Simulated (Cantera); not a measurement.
Charge: 1 mol Si2H6, 1.3 mol HCl, 710 mol H2, at 0.133 bar.

Cantera equilibrium calculation (NASA polynomials, part measured and part estimated; ideal gas, pure solids and liquids). Candidate condensed phases: Si; 19 gas species. The feed counts by its element totals alone. Gases not in the tables: Si2H6 and higher silanes. Rates play no part.

**Question.** Which condensed phases are stable at each of these points (T (K)): 825, 925, 1025, 1125, 1225, 1325, 1425, 1525, 1625, 1725?

**Answer.** 
| T (K) | condensed phases | Si condensed (%) |
|---|---|---|
| 825 | Si(s) | 86.3 |
| 925 | Si(s) | 94.6 |
| 1025 | Si(s) | 99.0 |
| 1125 | Si(s) | 99.6 |
| 1225 | Si(s) | 99.7 |
| 1325 | Si(s) | 99.7 |
| 1425 | Si(s) | 99.6 |
| 1525 | Si(s) | 99.5 |
| 1625 | Si(s) | 99.3 |
| 1725 | Si(l) | 98.5 |

From 825 K to 1625 K the condensed part is Si(s). At 1725 K the condensed part is Si(l).
